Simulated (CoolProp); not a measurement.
Saturation properties of R141b (Tc = 477.5 K, pc = 4.212 MPa, ω = 0.220).

The numbers come from the reference Helmholtz-energy equation of state, Lemmon 2006 in CoolProp. It is a short technical equation, of lower accuracy than the large ones.

| T (K) | p (MPa) | vapour Z | liquid viscosity (µPa s) | liquid conductivity (mW/(m K)) |
|---|---|---|---|---|
| 274.2 | ___ | 0.9831 | 544 | 97.7 |
| 288.9 | ___ | 0.9742 | 454 | 93.5 |
| 303.7 | 0.09611 | 0.9624 | 383 | 89.3 |
| 318.5 | 0.1581 | 0.9474 | 326 | ___ |
| 333.2 | 0.2466 | 0.9292 | 280 | 81.3 |
| 348 | ___ | 0.9071 | 242 | 77.5 |
| 362.7 | 0.5325 | 0.8812 | 210 | 73.9 |
| 377.5 | 0.7455 | 0.8508 | ___ | 70.5 |

Task: Some entries are withheld; supply them.

Result: 
- 274.2, p (MPa): 0.02947
- 288.9, p (MPa): 0.05503
- 318.5, liquid conductivity (mW/(m K)): 85.3
- 348, p (MPa): 0.3695
- 377.5, liquid viscosity (µPa s): 182

It boils at 305.2 K under 1 atm.

Viscosity comes from a separate model (Huber 2003), an estimate that may be off by 10 % or more. Thermal conductivity comes from a separate model (Huber 2003), an estimate that may be off by 10 % or more.
